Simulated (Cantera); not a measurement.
What does this Cantera script print?

```python
import numpy as np
import cantera as ct

gas = ct.Solution("gri30.yaml")
gas.TPX = 2000, 76000, {'C2H6': 1, 'N2': 21}
reactor = ct.IdealGasConstPressureReactor(gas, energy="off", clone=False)
net = ct.ReactorNet([reactor])
net.rtol, net.atol = 1e-08, 1e-18
show = ['C2H6', 'CH2', 'CH3', 'C2H', 'C2H4', 'H2']
times = np.geomspace(2e-05, 6, 10)

steps = ct.SolutionArray(gas, extra=["t"])
rows = []
print(f"{'t/s':>10s}{'T/K':>9s}{'P/Pa':>11s}" + "".join(f"{s:>11s}" for s in show))
for t in times:
    while net.time < t:
        t_next = net.step()
        steps.append(gas.state, t=t_next)
    rows.append([np.interp(t, steps.t, y) for y in (steps.T, steps.P, *steps(*show).X.T)])
    print(f"{t:10.3e}{rows[-1][0]:9.1f}{rows[-1][1]:11.4g}" + "".join(f"{x:11.3e}" for x in rows[-1][2:]))
rate = np.gradient(steps.T, steps.t)
print("integrator steps:", len(steps.t))
if steps.T.max() > steps.T[0] + 200:
    print(f"time of steepest temperature rise: {steps.t[rate.argmax()]:.4e} s")
gas.TPX = 2000, 76000, {'C2H6': 1, 'N2': 21}
gas.equilibrate("TP")
print(f"equilibrium (TP): T = {gas.T:.1f} K  " + "  ".join(f"{s} {gas[s].X[0]:.3e}" for s in show))
```

Result:

```
       t/s      T/K       P/Pa       C2H6        CH2        CH3        C2H       C2H4         H2
 2.000e-05   2000.0    7.6e+04  2.176e-04  7.110e-05  5.429e-03  1.281e-05  8.582e-03  5.329e-02
 8.121e-05   2000.0    7.6e+04  1.881e-05  1.257e-05  1.544e-03  5.856e-06  1.105e-03  6.700e-02
 3.297e-04   2000.0    7.6e+04  5.376e-06  4.989e-06  7.972e-04  4.111e-06  1.728e-04  7.191e-02
 1.339e-03   2000.0    7.6e+04  1.498e-06  2.949e-06  4.259e-04  4.393e-06  5.653e-05  7.734e-02
 5.436e-03   2000.0    7.6e+04  1.507e-07  1.082e-06  1.373e-04  4.833e-06  2.093e-05  8.132e-02
 2.207e-02   2000.0    7.6e+04  9.123e-09  2.809e-07  3.375e-05  5.023e-06  1.766e-05  8.261e-02
 8.963e-02   2000.0    7.6e+04  8.311e-10  7.864e-08  9.334e-06  5.060e-06  1.754e-05  8.290e-02
 3.639e-01   2000.0    7.6e+04  4.640e-10  5.366e-08  6.358e-06  5.061e-06  1.753e-05  8.293e-02
 1.478e+00   2000.0    7.6e+04  4.653e-10  5.379e-08  6.373e-06  5.051e-06  1.750e-05  8.293e-02
 6.000e+00   2000.0    7.6e+04  4.748e-10  5.469e-08  6.478e-06  5.015e-06  1.737e-05  8.293e-02
integrator steps: 1395
equilibrium (TP): T = 2000.0 K  C2H6 1.352e-10  CH2 3.010e-08  CH3 3.563e-06  C2H 1.224e-06  C2H4 4.243e-06  H2 8.300e-02
```

Cantera simulation using GRI-Mech 3.0 (53 species, 325 reactions); the numbers are that mechanism's predictions, not measurements. GRI-Mech 3.0 stops at C3 and has no aromatics, soot or wall deposition, so with more carbon than oxygen in the feed, carbon stays in small species such as C2H2 where larger ones or solid carbon would form.
